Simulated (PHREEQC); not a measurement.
1 g of hydrous ferric oxide (600 m²/g; 0.2 weak and 0.005 strong sites per Fe, Dzombak-Morel constants, diffuse double layer) in 1 kg of water with 0.001 mol/kgw of an inert sodium salt and 0.00037 mol Ag2SO4 and 0.00041 mol NaH2PO4, at 25 °C; the pH is set by adding NaOH or the inert anion's acid. Oxygen alone is held at its pressure in air (log pO2 = -0.68). No CO2 enters from the air. No solid was allowed to form.

Base run: PHREEQC, ion-association model, wateq4f.dat. Each further column changes one thing. The table gives Ag sorbed (%).

| pH | base | no electrostatic term (-no_edl) | background salt from 0.001 to 0.0001 mol/kgw | oxide from 1 to 5 g/kgw | 0.0024 mol/kgw NaF added |
|---|---|---|---|---|---|
| 3 | 0.0 | 0.0 | 0.0 | 0.1 | 0.0 |
| 3.5 | 0.0 | 0.0 | 0.0 | 0.4 | 0.0 |
| 4.5 | 0.7 | 0.0 | 0.7 | 6.9 | 0.2 |
| 5 | 2.1 | 0.1 | 2.1 | 16.1 | 0.9 |
| 5.5 | 4.5 | 0.5 | 4.5 | 26.6 | 3.3 |
| 6.5 | 8.5 | 6.8 | 8.5 | 42.5 | 8.0 |
| 7 | 11.9 | 10.0 | 12.0 | 54.1 | 10.9 |
| 7.5 | 20.4 | 20.1 | 20.5 | 71.5 | 18.9 |
| 8.5 | 62.0 | 62.8 | 62.1 | 95.2 | 61.5 |
| 9 | 84.3 | 76.0 | 84.4 | 98.4 | 84.1 |
| 9.5 | 94.8 | 81.7 | 94.9 | 99.5 | 94.7 |
| 10.5 | 99.4 | 84.5 | 99.4 | 99.9 | 99.4 |
| 11 | 99.8 | 84.6 | 99.8 | 100.0 | 99.8 |

H3PO4, which wateq4f.dat lacks, is added to it with the constant of phreeqc.dat. The database has no phosphate complexes of Ag. The oxide is taken as insoluble; below pH 4 it would dissolve. In at least one series the solution becomes supersaturated in solids that the run did not let form, among them Ag2O, Ag3PO4.
